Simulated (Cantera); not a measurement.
A perfectly stirred reactor is fed with 37.0 % CH4, 63.0 % N2, at 0.300 Torr; it is held at 1475 K, and followed from long to short residence time.

Cantera simulation using GRI-Mech 3.0 (53 species, 325 reactions); the numbers are that mechanism's predictions, not measurements. GRI-Mech 3.0 stops at C3 and has no aromatics, soot or wall deposition, so with more carbon than oxygen in the feed, carbon stays in small species such as C2H2 where larger ones or solid carbon would form. Radical loss at walls, strong at low pressure, is not modelled.

**Question.** Predict: x(CH4) at τ = 20.0 s; x(H2) at τ = 20.0 s; x(C2H6) at τ = 20.0 s; x(C2H2) at τ = 20.0 s; x(HCN) at τ = 20.0 s; x(CH4) at τ = 76.0 ms; x(H2) at τ = 76.0 ms.

**Answer.** 
- x(CH4) at τ = 20.0 s = 0.278
- x(H2) at τ = 20.0 s = 0.0957
- x(C2H6) at τ = 20.0 s = 3.45e-5
- x(C2H2) at τ = 20.0 s = 0.0273
- x(HCN) at τ = 20.0 s = 4.94e-9
- x(CH4) at τ = 76.0 ms = 0.370
- x(H2) at τ = 76.0 ms = 3.84e-6
